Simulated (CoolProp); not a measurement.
Computed with CoolProp (reference Helmholtz-energy equation of state, Lemmon 2006). It is a short technical equation, of lower accuracy than the large ones.

### Question
Give the vapour pressure (bar), liquid density (kg/m³), enthalpy of vaporisation (kJ/kg) of saturated CH3F (R41) at 251.6 K.

### Answer
| T (K) | p (bar) | liquid density (kg/m³) | enthalpy of vaporisation (kJ/kg) |
|---|---|---|---|
| 251.6 | 10.8 | 746 | 389 |
